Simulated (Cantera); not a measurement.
NO annealing gas

A perfectly stirred reactor is fed with NO : N2 = 1 : 1.8 (molar parts), at 760 Torr; it is held at 1973 K, and followed from long to short residence time.

Computed with Cantera and GRI-Mech 3.0 (53 species, 325 reactions).

| τ (s) | x NO | x N2O | x O | x N2 | x NO2 | x O2 |
|---|---|---|---|---|---|---|
| 1.4 | 0.175 | 1.38e-5 | 0.000167 | 0.734 | 0.000211 | 0.0908 |
| 0.43 | 0.264 | 3.16e-5 | 0.000123 | 0.689 | 0.000233 | 0.0463 |
| 0.14 | 0.320 | 4.70e-5 | 8.52e-5 | 0.661 | 0.000191 | 0.0185 |
| 0.044 | 0.345 | 5.48e-5 | 6.06e-5 | 0.649 | 0.000144 | 0.00607 |
| 0.014 | 0.353 | 5.65e-5 | 4.89e-5 | 0.645 | 0.000117 | 0.00188 |
| 0.0044 | 0.356 | 5.36e-5 | 4.21e-5 | 0.643 | 9.99e-5 | 0.000523 |
| 0.0014 | 0.357 | 4.45e-5 | 3.37e-5 | 0.643 | 7.82e-5 | 0.000115 |
| 0.00044 | 0.357 | 2.86e-5 | 1.95e-5 | 0.643 | 4.16e-5 | 1.33e-5 |
x: mole fraction; the columns are a selection and need not sum to one.
